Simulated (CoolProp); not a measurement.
The numbers come from the reference Helmholtz-energy equation of state, Zhou 2011 in CoolProp.

For dimethyl carbonate, give the phase and the cp (kJ/(kg K)) at 549.2 K and 0.101 MPa.


- 549.2 K and 0.101 MPa: gas; cp 1.78
